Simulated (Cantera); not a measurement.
An adiabatic, constant-volume homogeneous reactor starts with H2 : O2 : N2 = 1 : 0.385 : 1.45 (molar parts), at 1548 K and 10.0 bar. Integrator tolerance rtol = 1e-08.

Detailed kinetics in Cantera: GRI-Mech 3.0 (53 species, 325 reactions). The hydrogen kinetics of GRI-Mech 3.0 are dated; newer H2 mechanisms differ, most at raised pressure. Above 3000 K some thermodynamic fits are extrapolated.

Q: What does this change do: initial temperature 1548 to 1273 K?

A: 
| quantity | before | after |
|---|---|---|
| time of steepest temperature rise | 1.21 µs | 7.47 µs |
| temperature at 0.200 s | 3274 K | 3195 K |
| equilibrium temperature | 3274 K | 3195 K |
| x(H2) at 0.200 s | 0.108 (gas-phase equilibrium 0.108) | 0.103 (gas-phase equilibrium 0.103) |
| x(O2) at 0.200 s | 0.00341 (gas-phase equilibrium 0.00341) | 0.00221 (gas-phase equilibrium 0.00221) |
| x(N2O) at 0.200 s | 1.49e-6 (gas-phase equilibrium 1.49e-6) | 1.21e-6 (gas-phase equilibrium 1.21e-6) |
| x(H2O2) at 0.200 s | 1.67e-6 (gas-phase equilibrium 1.67e-6) | 1.39e-6 (gas-phase equilibrium 1.39e-6) |
| x(H) at 0.200 s | 0.0259 (gas-phase equilibrium 0.0259) | 0.0190 (gas-phase equilibrium 0.0190) |

Q: What does this change do: initial temperature 1548 to 1700 K?

A: 
```csv
quantity,before,after
time of steepest temperature rise,1.21 µs,0.763 µs
temperature at 0.200 s,3274 K,3314 K
equilibrium temperature,3274 K,3314 K
x(H2) at 0.200 s,0.108 (gas-phase equilibrium 0.108),0.110 (gas-phase equilibrium 0.110)
x(O2) at 0.200 s,0.00341 (gas-phase equilibrium 0.00341),0.00412 (gas-phase equilibrium 0.00412)
x(N2O) at 0.200 s,1.49e-6 (gas-phase equilibrium 1.49e-6),1.64e-6 (gas-phase equilibrium 1.64e-6)
x(H2O2) at 0.200 s,1.67e-6 (gas-phase equilibrium 1.67e-6),1.80e-6 (gas-phase equilibrium 1.80e-6)
x(H) at 0.200 s,0.0259 (gas-phase equilibrium 0.0259),0.0302 (gas-phase equilibrium 0.0302)
```

Q: What does this change do: constant pressure in place of constant volume?

A: 
```
quantity                                                            before                                    after
---------------------------------  ---------------------------------------  ---------------------------------------
time of steepest temperature rise                                  1.21 µs                                  1.24 µs
temperature at 0.200 s                                              3274 K                                   3083 K
equilibrium temperature                                             3274 K                                   3083 K
x(H2) at 0.200 s                       0.108 (gas-phase equilibrium 0.108)      0.103 (gas-phase equilibrium 0.103)
x(O2) at 0.200 s                   0.00341 (gas-phase equilibrium 0.00341)  0.00248 (gas-phase equilibrium 0.00248)
x(N2O) at 0.200 s                  1.49e-6 (gas-phase equilibrium 1.49e-6)  7.52e-7 (gas-phase equilibrium 7.52e-7)
x(H2O2) at 0.200 s                 1.67e-6 (gas-phase equilibrium 1.67e-6)  8.45e-7 (gas-phase equilibrium 8.45e-7)
x(H) at 0.200 s                      0.0259 (gas-phase equilibrium 0.0259)    0.0207 (gas-phase equilibrium 0.0207)
```
